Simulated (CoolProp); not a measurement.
Vapour-liquid equilibrium of toluene (1) + n-decane (2) at 345.8 K; x and y are mole fractions of (1).

Model: multi-fluid Helmholtz-energy mixture model, Lemmon 2006 and Lemmon 2006; pair parameters Bell 2016, in CoolProp.

| x | bubble pressure (MPa) | y at the bubble point | dew pressure at overall composition x (MPa) | liquid density (mol/L) |
|---|---|---|---|---|
| 0.05 | 0.004377 | 0.372 | 0.003025 | 4.964 |
| 0.15 | 0.007517 | 0.673 | 0.003346 | 5.219 |
| 0.25 | 0.01068 | 0.796 | 0.003742 | 5.497 |
| 0.35 | 0.01370 | 0.861 | 0.004245 | 5.802 |
| 0.45 | 0.01651 | 0.901 | 0.004906 | 6.139 |
| 0.55 | 0.01911 | 0.928 | 0.005811 | 6.512 |
| 0.65 | 0.02154 | 0.948 | 0.007129 | 6.928 |
| 0.75 | 0.02389 | 0.964 | 0.009227 | 7.396 |
| 0.85 | 0.02623 | 0.979 | 0.01307 | 7.926 |
| 0.95 | 0.02868 | 0.993 | 0.02183 | 8.531 |

No azeotrope shows between x = 0.05 and 0.95.

Pair parameters are fitted to limited data, so mixtures are less certain than the pure fluids.
